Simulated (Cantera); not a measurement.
An adiabatic, constant-pressure homogeneous reactor starts with 17.2 % CO, 2.24 % H₂, 15.0 % O₂, 56.4 % N₂, 9.14 % H₂O, at 1198 K and 101000 Pa.

Detailed kinetics in Cantera: GRI-Mech 3.0 (53 species, 325 reactions).

x: mole fraction; the columns are a selection and need not sum to one.

```json
[
 {"t (s)": "2.00e-6", "T (K)": "1198", "x CO": "0.172", "x H₂": "0.0224", "x O₂": "0.150", "x HO₂": "5.39e-10", "x NO": "<1e-12"},
 {"t (s)": "7.29e-6", "T (K)": "1198", "x CO": "0.172", "x H₂": "0.0224", "x O₂": "0.150", "x HO₂": "3.73e-9", "x NO": "<1e-12"},
 {"t (s)": "2.65e-5", "T (K)": "1198", "x CO": "0.172", "x H₂": "0.0224", "x O₂": "0.150", "x HO₂": "1.09e-7", "x NO": "<1e-12"},
 {"t (s)": "9.67e-5", "T (K)": "1208", "x CO": "0.171", "x H₂": "0.0208", "x O₂": "0.148", "x HO₂": "___", "x NO": "9.13e-10"},
 {"t (s)": "0.000352", "T (K)": "___", "x CO": "___", "x H₂": "___", "x O₂": "___", "x HO₂": "___", "x NO": "___"},
 {"t (s)": "0.00128", "T (K)": "2429", "x CO": "0.0184", "x H₂": "0.00211", "x O₂": "0.0637", "x HO₂": "5.24e-6", "x NO": "0.000360"},
 {"t (s)": "0.00468", "T (K)": "2435", "x CO": "0.0176", "x H₂": "0.00201", "x O₂": "0.0629", "x HO₂": "5.28e-6", "x NO": "0.00143"},
 {"t (s)": "0.0170", "T (K)": "2431", "x CO": "0.0174", "x H₂": "0.00200", "x O₂": "0.0613", "x HO₂": "5.13e-6", "x NO": "0.00457"},
 {"t (s)": "0.0620", "T (K)": "2425", "x CO": "0.0172", "x H₂": "0.00198", "x O₂": "0.0592", "x HO₂": "4.93e-6", "x NO": "0.00876"},
 {"t (s)": "0.226", "T (K)": "2424", "x CO": "0.0172", "x H₂": "0.00197", "x O₂": "0.0589", "x HO₂": "4.90e-6", "x NO": "0.00939"},
 {"t (s)": "0.823", "T (K)": "2424", "x CO": "0.0172", "x H₂": "0.00197", "x O₂": "0.0589", "x HO₂": "4.90e-6", "x NO": "0.00939"},
 {"t (s)": "3.00", "T (K)": "2424", "x CO": "0.0172", "x H₂": "0.00197", "x O₂": "0.0589", "x HO₂": "4.90e-6", "x NO": "0.00939"}
]
```

### Question
Some entries are withheld; supply them.

### Answer

- 9.67e-5, x HO₂: 9.87e-5
- 0.000352, T (K): 2229
- 0.000352, x CO: 0.0363
- 0.000352, x H₂: 0.00474
- 0.000352, x O₂: 0.0709
- 0.000352, x HO₂: 6.05e-6
- 0.000352, x NO: 5.43e-5
